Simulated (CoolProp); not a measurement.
Saturation properties of R115 (Tc = 353.1 K, pc = 31.29 bar, ω = 0.248).

The numbers come from the reference Helmholtz-energy equation of state, Lemmon 2016 in CoolProp.

```csv
T (K),p (bar),liquid density (kg/m³),vapour density (kg/m³),liquid cp (kJ/(kg K))
186.4,0.06309,1704,0.6321,0.8690
197.4,0.1381,1669,1.312,0.8807
208.4,0.2744,1633,2.486,0.8944
219.3,0.5006,1597,4.352,0.9100
230.3,0.8589,1559,7.201,0.9278
241.3,1.392,?,11.33,0.9478
252.3,2.151,1480,17.10,0.9703
263.2,3.180,1439,24.86,0.9955
274.2,4.557,1394,35.29,?
285.2,6.335,1347,49.04,1.059
296.1,8.560,1296,66.88,1.101
307.1,?,1240,90.61,1.157
318.1,14.75,1176,122.6,1.236
329.1,18.88,1100,167.6,1.373
340,23.83,1002,237.5,1.701
```

Q: What belongs in the gaps?

A: 
- 241.3, liquid density (kg/m³): 1521
- 274.2, liquid cp (kJ/(kg K)): 1.025
- 307.1, p (bar): 11.34

It boils at 233.9 K under 1 atm.
